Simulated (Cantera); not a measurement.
Charge: 1 mol Si3N4, 0.42 mol N2O, 130 mol H2, equilibrated at 0.190 Pa.

Method: chemical equilibrium by Gibbs-energy minimisation in Cantera with the NASA 1993 tables (ideal gas, pure condensed phases). Candidate condensed phases: H2O, Si, SiO2, Si2N2O, Si3N4; 35 gas species. Mutual solubility and eutectic melting of coexisting phases are not modelled. Rates play no part.

### Question
What share of the Si ends up in condensed phases as a function of T (K), at 1023, 1123, 1223, 1323, 1423, 1523, 1623, 1723, 1823, 1923, 2023, 2123, 2223?

### Answer
| T (K) | Si condensed (%) | as |
|---|---|---|
| 1023 | 100.0 | Si2N2O(s) + Si3N4(s) |
| 1123 | 100.0 | Si2N2O(s) + Si3N4(s) |
| 1223 | 99.0 | Si(s) + Si2N2O(s) |
| 1323 | 85.8 | Si(s) |
| 1423 | 82.4 | Si(s) |
| 1523 | 42.8 | Si(s) |
| 1623 | 0.0 | - |
| 1723 | 0.0 | - |
| 1823 | 0.0 | - |
| 1923 | 0.0 | - |
| 2023 | 0.0 | - |
| 2123 | 0.0 | - |
| 2223 | 0.0 | - |
